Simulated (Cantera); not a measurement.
Input: 1 mol Si, 0.05 mol H2O, 67 mol H2, at 1223.15 K.

Cantera equilibrium calculation (NASA polynomials, part measured and part estimated; ideal gas, pure solids and liquids). Candidate condensed phases: H2O, Si, SiO2; 18 gas species. Mutual solubility and eutectic melting of coexisting phases are not modelled. The tables hold silica as quartz up to 1696 K and as liquid above; real silica turns to tridymite and cristobalite and melts near 1996 K. Kinetics and transport are ignored.

**Question.** Which condensed phases are stable at each of these points (P (Pa)): 0.100, 2.50, 63, 1600, 40000, 1000000?

**Answer.** 
| P (Pa) | condensed phases | Si condensed (%) |
|---|---|---|
| 0.100 | Si(s) | 95.0 |
| 2.50 | Si(s) | 95.0 |
| 63 | Si(s) | 95.0 |
| 1600 | Si(s) + SiO2(β-quartz) | 99.6 |
| 40000 | Si(s) + SiO2(β-quartz) | 100.0 |
| 1000000 | Si(s) + SiO2(β-quartz) | 100.0 |

From 0.100 Pa to 63.0 Pa the condensed part is Si(s). From 16.0 mbar to 10.0 bar the condensed part is Si(s) + SiO2(β-quartz).
